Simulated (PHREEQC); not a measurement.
1 kg of water holding 0.0032 mol KCl, 0.3 mol NaCl, 0.007 mol Na2CO3, 0.0069 mol Na2SO4 and 0.011 mol Na2B4O7 is evaporated at 25 °C; the solids stay in contact with the brine. The system is closed to CO2. The run lets Arcanite, Burkeite, Glaserite, Halite, Kalicinite, Mirabilite, Misenite, Nahcolite, Natron, Sylvite, Thenardite, Trona, Borax, Boric_acid,s, KB5O8:4H2O, K2B4O7:4H2O, NaBO2:4H2O, NaB5O8:5H2O, Teepleite precipitate or redissolve, and no other solid.

The series has 28 steps of water left (kg), from 1 to 0.004488.

The numbers come from PHREEQC with the Pitzer model, pitzer.dat.

### Question
Which solids form, in which order, and at which step of the series does each first stand?

### Answer
Borax from water left = 0.1715 kg (pH 9.12); Halite from water left = 0.04299 kg (pH 9.13); Burkeite from water left = 0.008536 kg (pH 9.80); Trona from water left = 0.008536 kg (pH 9.80).

Species that the database lacks are ignored.
